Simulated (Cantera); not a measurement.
Charge: 1 mol SiCl4, 95 mol N2, 28 mol H2, equilibrated at 1875 K and 22.0 Pa.

These are equilibrium values from Cantera (NASA tables, ideal gas, pure condensed phases), not measurements of a reactor. Candidate condensed phases: NH4Cl, Si, Si3N4; 28 gas species. The tables' values for SiCl, SiN are old estimates; treat these amounts as uncertain. Kinetics and transport are ignored.

Base state: N2 0.747, H2 0.197, HCl 0.0263, H 0.0196, Si 0.00604, Cl 0.00198, SiCl2 0.00144, SiCl 0.000299 (mole fractions); condensed: gas only.

What changes in the equilibrium state with this change: temperature from 1875 K to 1800 K?


```csv
species,before,after
N2,0.747,0.752
H2,0.197,0.204
HCl,0.0263,0.0245
H,0.0196,0.0109
Si,0.00604,0.00458
Si2N,6.03e-6,1.33e-5
SiCl2,0.00144,0.00290
```

What changes in the equilibrium state with this change: temperature from 1875 K to 1600 K?


```json
[
 {"species": "N2", "before": "0.747", "after": "0.759"},
 {"species": "H2", "before": "0.197", "after": "0.213"},
 {"species": "HCl", "before": "0.0263", "after": "0.0195"},
 {"species": "H", "before": "0.0196", "after": "0.00169"},
 {"species": "SiCl2", "before": "0.00144", "after": "0.00613"},
 {"species": "Cl", "before": "0.00198", "after": "0.000122"},
 {"species": "Si", "before": "0.00604", "after": "0.000443"},
 {"species": "SiN", "before": "2.77e-5", "after": "4.93e-6"},
 {"species": "Si(s), mol", "before": "0", "after": "0.161"}
]
```
The tables' values for SiCl are old estimates; treat these amounts as uncertain.
